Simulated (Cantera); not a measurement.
What does this Cantera script print?

```python
import numpy as np
import cantera as ct

gas = ct.Solution("gri30.yaml")
gas.TPX = 1600, 101325, {'C2H6': 1, 'N2': 97}
inlet = ct.Reservoir(gas, clone=True)

reactor = ct.IdealGasConstPressureReactor(gas, energy="off", clone=False)
exhaust = ct.Reservoir(gas, clone=True)
tau = [0.57, 0.25, 0.11, 0.05, 0.022, 0.0099, 0.0044, 0.002][0]
for a, b in ((inlet, reactor), (reactor, exhaust)):
    ct.MassFlowController(a, b, mdot=lambda t: reactor.mass / tau)
net = ct.ReactorNet([reactor])
show = ['C2H6', 'CH3', 'H2', 'HCN', 'C2H4']

rows = []
print(f"{'tau/s':>10s}{'T/K':>9s}" + "".join(f"{s:>11s}" for s in show))
for tau in [0.57, 0.25, 0.11, 0.05, 0.022, 0.0099, 0.0044, 0.002]:
    net.initial_time = 0.0
    net.advance(30 * tau)
    before = gas.X
    net.advance(40 * tau)
    drift = np.max(np.abs(gas.X - before) / (gas.X + 1e-9))
    rows.append([gas.T, *gas[show].X, drift])
    print(f"{tau:10.3e}{gas.T:9.1f}" + "".join(f"{x:11.3e}" for x in gas[show].X))
```

It prints:

```
     tau/s      T/K       C2H6        CH3         H2        HCN       C2H4
 5.700e-01   1600.0  8.530e-06  3.778e-05  1.590e-02  1.545e-06  6.036e-05
 2.500e-01   1600.0  1.692e-05  5.249e-05  1.542e-02  1.468e-06  9.853e-05
 1.100e-01   1600.0  3.233e-05  7.149e-05  1.512e-02  1.472e-06  1.639e-04
 5.000e-02   1600.0  5.867e-05  9.492e-05  1.492e-02  1.512e-06  2.677e-04
 2.200e-02   1600.0  1.074e-04  1.266e-04  1.469e-02  1.552e-06  4.449e-04
 9.900e-03   1600.0  1.929e-04  1.677e-04  1.431e-02  1.559e-06  7.262e-04
 4.400e-03   1600.0  3.525e-04  2.251e-04  1.362e-02  1.512e-06  1.183e-03
 2.000e-03   1600.0  6.428e-04  3.035e-04  1.250e-02  1.407e-06  1.854e-03
```

Cantera simulation using GRI-Mech 3.0 (53 species, 325 reactions); the numbers are that mechanism's predictions, not measurements. GRI-Mech 3.0 stops at C3 and has no aromatics, soot or wall deposition, so with more carbon than oxygen in the feed, carbon stays in small species such as C2H2 where larger ones or solid carbon would form.
